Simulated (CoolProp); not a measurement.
Vapour-liquid equilibrium of acetone (1) + n-hexane (2) at 344.3 K; x and y are mole fractions of (1).

Values from CoolProp's multi-fluid Helmholtz-energy mixture model, Lemmon 2006 and Thol 2019; pair parameters Bell 2016.

```tsv
x	bubble pressure, mixture model (MPa)	bubble pressure, Raoult's law (MPa)	y, mixture model	y, Raoult's law
0.05	0.1332	0.1121	0.208	0.074
0.2	0.1735	0.1205	(withheld)	0.274
0.35	0.1898	0.1289	0.541	0.449
0.5	0.1966	0.1373	(withheld)	0.602
0.65	(withheld)	0.1457	0.647	0.737
0.8	0.1950	0.1541	0.725	0.858
0.95	0.1775	0.1625	0.892	0.966
```

### Question
Complete the blanks.

### Answer

- 0.2, y, mixture model: 0.451
- 0.5, y, mixture model: 0.595
- 0.65, bubble pressure, mixture model (MPa): 0.1986

The largest gap from Raoult's law is +47.2 % in bubble pressure, at x = 0.35. y crosses x between x = 0.5 and 0.65: the model has an azeotrope there.

The pair parameters rest on a limited set of measurements; away from them the model extrapolates.
